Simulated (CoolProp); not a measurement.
A simple Rankine cycle with R124: condensing at 304.15 K, boiler at 1.66 MPa, turbine inlet 469 K, turbine efficiency 0.85, pump efficiency 0.8, no recuperator. Each further row changes one setting.

Values from CoolProp's reference Helmholtz-energy equation of state, de Vries 1995.

```csv
case,thermal efficiency (%),net work (kJ/kg),heat in (kJ/kg),turbine exit temperature (K),volume ratio over the turbine
as stated,…,26.9,280,431.7,3.54
condensing temperature 296.15 K,11.1,32.0,289,425.3,4.48
boiler pressure 1.16 MPa,7.1,20.2,283,442.8,2.47
turbine efficiency 0.75,8.4,…,280,…,3.57
```

Task: Some entries are withheld; supply them.

Result: 
- as stated, thermal efficiency (%): 9.6
- turbine efficiency 0.75, net work (kJ/kg): 23.6
- turbine efficiency 0.75, turbine exit temperature (K): 435.3
